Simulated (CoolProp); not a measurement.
Vapour-liquid equilibrium of benzene (1) + octamethylcyclotetrasiloxane (D4) (2) at 389.3 K; x and y are mole fractions of (1).

The numbers come from the multi-fluid Helmholtz-energy mixture model, Thol 2012 and Thol 2015; pair parameters Bell 2016 in CoolProp.

```tsv
x	bubble pressure (MPa)	y at the bubble point	dew pressure at overall composition x (MPa)	liquid density (mol/L)
0.05	0.02623	0.401	0.01720	2.966
0.15	0.04891	0.709	0.01907	3.238
0.25	0.07380	0.828	0.02140	3.553
0.35	0.09926	0.888	0.02438	3.922
0.45	0.1245	0.923	0.02832	4.362
0.55	0.1496	0.946	0.03380	4.895
0.65	0.1750	0.964	0.04193	5.553
0.75	0.2015	0.977	0.05529	6.386
0.85	0.2296	0.988	0.08144	7.470
0.95	0.2589	0.997	0.1544	8.936
```

No azeotrope shows between x = 0.05 and 0.95.

Pair parameters are fitted to limited data, so mixtures are less certain than the pure fluids.
